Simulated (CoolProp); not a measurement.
Saturation properties of n-pentane (Tc = 196.5 °C, pc = 33.68 bar, ω = 0.251).

Computed with CoolProp (reference Helmholtz-energy equation of state, Thol 2019).

```csv
T (°C),p (bar),vapour density (kg/m³),liquid cp (kJ/(kg K)),surface tension (mN/m),liquid viscosity (µPa s),vapour viscosity (µPa s)
11.75,0.4070,1.269,2.258,16.9,205,6.41
26.55,0.7238,2.171,2.324,15.3,177,6.71
41.35,1.210,3.513,2.394,13.7,153,7.01
56.15,1.918,5.429,2.470,12.1,132,7.28
70.95,2.909,8.083,2.553,10.5,114,7.53
85.75,4.248,11.67,2.642,8.99,97.9,7.77
100.55,6.004,16.46,2.742,7.51,84.0,7.98
115.35,8.253,22.80,2.857,6.07,71.6,8.19
130.05,11.05,31.13,2.996,4.71,60.6,8.40
144.85,14.54,42.39,3.179,3.41,50.4,8.63
```

It boils at 36.1 °C under 1 atm.

Viscosity comes from a separate model (Quiñones-Cisneros 2006), older than the equation that it now runs on, and unchecked against measurements. Surface tension comes from a separate correlation (Mulero 2012).
